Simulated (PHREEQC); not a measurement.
Dissolve 0.11 mol/kgw HF and 0.00013 mol/kgw KCl at 25 °C. Closed to the air; pH follows from the charge balance.

Equilibrium calculation in PHREEQC: ion-association model, phreeqc.dat.

```json
[
 {"quantity": "pH", "before": "2.02", "after": "7.00"},
 {"quantity": "ionic strength (mol/kgw)", "before": "0.0105", "after": "0.000130"},
 {"quantity": "SI of Sylvite (KCl)", "before": "-8.77", "after": "-8.68"}
]
```

Q: What was changed between the two runs?
A. HF left out
B. KCl from 0.00013 to 6.5e-05 mol/kgw
C. 0.072 mol/kgw NaHF2 added
D. KCl from 0.00013 to 0.000195 mol/kgw
E. 0.057 mol/kgw CdBr2 added

A: A, HF left out

This is a speciation only: nothing precipitates in the calculation.
